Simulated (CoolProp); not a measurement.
Model: reference Helmholtz-energy equation of state, Akasaka 2020, in CoolProp.

### Question
For R1123, give the phase and the Z, cv (kJ/(kg K)), speed of sound (m/s), Joule-Thomson coefficient (K/MPa) at 219.6 K and 30.3 bar; 241.7 K and 30.3 bar.

### Answer
- 219.6 K and 30.3 bar: liquid; Z 0.103, cv 0.800, speed of sound 806, Joule-Thomson coefficient -0.285
- 241.7 K and 30.3 bar: liquid; Z 0.0985, cv 0.813, speed of sound 689, Joule-Thomson coefficient -0.203
